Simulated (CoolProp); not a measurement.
Benzene along the isobar 10.4 MPa: Z from the reference equation and from simpler models built on Tc = 562.0 K, pc = 4.906 MPa, ω = 0.211; each cubic takes its own stable root.

Model: reference Helmholtz-energy equation of state, Thol 2012, in CoolProp.

| T (K) | phase | reference |
|---|---|---|
| 318.4 | liquid | 0.3563 |
| 335 | liquid | 0.3454 |
| 351.5 | liquid | 0.3360 |
| 368.1 | liquid | 0.3277 |
| 384.6 | liquid | 0.3206 |
| 401.2 | liquid | 0.3145 |
| 417.7 | liquid | 0.3094 |
| 434.3 | liquid | 0.3053 |
| 450.8 | liquid | 0.3021 |
| 467.3 | liquid | 0.3000 |
| 483.9 | liquid | 0.2989 |
| 500.4 | liquid | 0.2991 |

Q: How far does each simpler model (van der Waals, Soave-Redlich-Kwong) lie from the reference over these 12 states: mean and median of the absolute difference, and the worst?

A: 
- van der Waals: mean 56.0 %, median 56.2 %, worst +60.9 % at 318.4 K and 10.4 MPa
- Soave-Redlich-Kwong: mean 8.8 %, median 8.5 %, worst +10.6 % at 500.4 K and 10.4 MPa
